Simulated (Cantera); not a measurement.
A closed system holds: 1 mol Si, 0.0048 mol H₂O, 35 mol N₂, equilibrated at 21.8 Torr.

These are equilibrium values from Cantera (NASA tables, ideal gas, pure condensed phases), not measurements of a reactor. Candidate condensed phases: H₂O, Si, SiO₂, Si₂N₂O, Si₃N₄; 35 gas species. Mutual solubility and eutectic melting of coexisting phases are not modelled. The numbers say what is thermodynamically allowed, not how fast it happens.

**Question.** What share of the Si ends up in condensed phases as a function of T (K), at 1548, 1623, 1698, 1773, 1848, 1923, 1998, 2073?

**Answer.** 
```tsv
T (K)	Si condensed (%)	as
1548	99.9	Si₂N₂O(s) + Si₃N₄(s)
1623	99.6	Si₂N₂O(s) + Si₃N₄(s)
1698	99.5	Si₃N₄(s)
1773	99.4	Si₃N₄(s)
1848	98.8	Si₃N₄(s)
1923	97.0	Si(l)
1998	93.4	Si(l)
2073	85.5	Si(l)
```
